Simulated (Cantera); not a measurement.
# Adiabatic ignition

An adiabatic, constant-volume homogeneous reactor starts with 4.52 % CH4, 17.7 % O2, 66.5 % N2, 11.3 % H2O, at 1725 K and 2.50 bar.

Computed with Cantera and GRI-Mech 3.0 (53 species, 325 reactions).

| t (s) | T (K) | P (bar) | x CH4 | x O2 | x H2O | x OH | x C2H |
|---|---|---|---|---|---|---|---|
| 8.00e-6 | 1725 | 2.50 | 0.0451 | 0.177 | 0.113 | 2.20e-6 | <1e-12 |
| 3.18e-5 | 1726 | 2.50 | 0.0442 | 0.177 | 0.114 | 1.33e-5 | <1e-12 |
| 0.000127 | 2642 | 3.88 | <1e-12 | 0.0841 | 0.188 | 0.0172 | <1e-12 |
| 0.000504 | 2639 | 3.87 | <1e-12 | 0.0829 | 0.188 | 0.0170 | <1e-12 |
| 0.00201 | 2628 | 3.85 | <1e-12 | 0.0797 | 0.189 | 0.0163 | <1e-12 |
| 0.00798 | 2619 | 3.84 | <1e-12 | 0.0770 | 0.189 | 0.0158 | <1e-12 |
| 0.0317 | 2619 | 3.84 | <1e-12 | 0.0769 | 0.189 | 0.0158 | <1e-12 |
| 0.126 | 2619 | 3.84 | <1e-12 | 0.0769 | 0.189 | 0.0158 | <1e-12 |
| 0.503 | 2619 | 3.84 | <1e-12 | 0.0769 | 0.189 | 0.0158 | <1e-12 |
| 2.00 | 2619 | 3.84 | <1e-12 | 0.0769 | 0.189 | 0.0158 | <1e-12 |
x: mole fraction; the columns are a selection and need not sum to one.

| Property | Value |
|---|---|
| time of steepest temperature rise | 76.0 µs |
| temperature at 2.00 s | 2619 K |
| equilibrium temperature | 2619 K |
| x(CH4) at 2.00 s | <1e-12 (gas-phase equilibrium <1e-12) |
| x(O2) at 2.00 s | 0.0769 (gas-phase equilibrium 0.0769) |
| x(H2O) at 2.00 s | 0.189 (gas-phase equilibrium 0.189) |
